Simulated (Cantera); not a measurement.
# CsOH + H2O + H2 (calcination and drying)

Input: 1 mol CsOH, 0.26 mol H2O, 0.87 mol H2, at 0.150 bar.

Cantera equilibrium calculation (NASA polynomials, part measured and part estimated; ideal gas, pure solids and liquids). Candidate condensed phases: Cs, CsOH, H2O; 15 gas species. The numbers say what is thermodynamically allowed, not how fast it happens.

From 825 K to 925 K the condensed part is CsOH(l). From 1025 K to 2125 K nothing is condensed. The main Cs-bearing gas is Cs2(OH)2 at 825 K and Cs at 2125 K.

```csv
T (K),log p H2,log p CsOH,log p H2O,log p Cs,log p Cs2(OH)2,n CsOH(l)
825,-0.95,-2.75,-1.47,-5.61,-2.82,0.963
925,-1.00,-1.86,-1.52,-4.09,-2.23,0.780
1025,-1.19,-1.27,-1.69,-2.95,-2.00,0
1125,-1.22,-1.20,-1.67,-2.52,-2.65,0
1225,-1.24,-1.20,-1.63,-2.25,-3.31,0
1325,-1.26,-1.23,-1.58,-2.06,-3.91,0
1425,-1.28,-1.26,-1.53,-1.91,-4.45,0
1525,-1.30,-1.29,-1.48,-1.80,-4.94,0
1625,-1.32,-1.33,-1.44,-1.72,-5.38,0
1725,-1.34,-1.37,-1.40,-1.65,-5.77,0
1825,-1.36,-1.41,-1.37,-1.59,-6.14,0
1925,-1.38,-1.45,-1.35,-1.55,-6.47,0
2025,-1.41,-1.49,-1.33,-1.51,-6.78,0
2125,-1.43,-1.53,-1.31,-1.48,-7.07,0
```
log p: log10 of the partial pressure in bar; n: condensed amount in mol.
